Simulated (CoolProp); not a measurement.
Vapour-liquid equilibrium of cyclohexane (1) + n-nonane (2) at 95.65 °C; x and y are mole fractions of (1).

The numbers come from the multi-fluid Helmholtz-energy mixture model, Zhou 2014 and Lemmon 2006; pair parameters Bell 2016 in CoolProp.

Q: Give the bubble pressure and the first vapour's composition at x = 0.05, 0.8, 0.875. Is there an azeotrope?

A: x = 0.05: 25.13 kPa, y = 0.317; x = 0.8: 126.0 kPa, y = 0.969; x = 0.875: 137.0 kPa, y = 0.983. No azeotrope shows between x = 0.05 and 0.95.

Pair parameters are fitted to limited data, so mixtures are less certain than the pure fluids. The gap from Raoult's law changes sign with composition, which may be real or a fault of the pair parameters; it wasn't checked against measurements.
